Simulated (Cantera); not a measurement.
A closed system holds: 1 mol SiH2Cl2, 2.3 mol N2, equilibrated at 1575 °C and 0.000320 bar.

Method: chemical equilibrium by Gibbs-energy minimisation in Cantera with the NASA 1993 tables (ideal gas, pure condensed phases). Candidate condensed phases: NH4Cl, Si, Si3N4; 28 gas species. The tables' values for SiCl, SiCl3, SiN are old estimates; treat these amounts as uncertain. Kinetics and transport are ignored.

Base state: N2 0.518, SiCl2 0.169, H2 0.169, HCl 0.0995, Si 0.0196, H 0.0122, SiCl 0.00557, Cl 0.00546 (mole fractions); condensed: Si(l).

Task: What changes in the equilibrium state with this change: temperature from 1575 °C to 1525 °C?

Result: 
```csv
species,before,after
N2,0.518,0.526
SiCl2,0.169,0.175
H2,0.169,0.175
Si,0.0196,0.00964
H,0.0122,0.00823
HCl,0.0995,0.0992
Si2,0.000137,5.79e-5
Si3,3.17e-5,1.38e-5
"Si(l), mol",0.130,0.174
```
